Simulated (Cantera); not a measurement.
Charge: 1 mol HI, 0.24 mol H2O, 1.4 mol N2, held at 1 atm.

Method: chemical equilibrium by Gibbs-energy minimisation in Cantera with the NASA 1993 tables (ideal gas, pure condensed phases). Candidate condensed phases: H2O, I2; 50 gas species. Ions and electrons are included (thermal ionisation). Equilibrium is a limit: real reactors are often held back by kinetics, nucleation or transport. All values below are at 3477 °C.

Base state: N2 0.369, I 0.262, H 0.243, H2 0.0595, O 0.0339, OH 0.0145, H2O 0.00680, NO 0.00565 (mole fractions); condensed: gas only.

Question: What changes in the equilibrium state with this change: H2O from 0.24 to 0.034 mol?

Answer: 
```csv
species,before,after
N2,0.369,0.421
I,0.262,0.298
H,0.243,0.218
O,0.0339,0.00589
OH,0.0145,0.00227
H2,0.0595,0.0481
O2,0.00147,4.45e-5
H2O,0.00680,0.000955
NO,0.00565,0.00105
I2,2.38e-5,3.07e-5
```
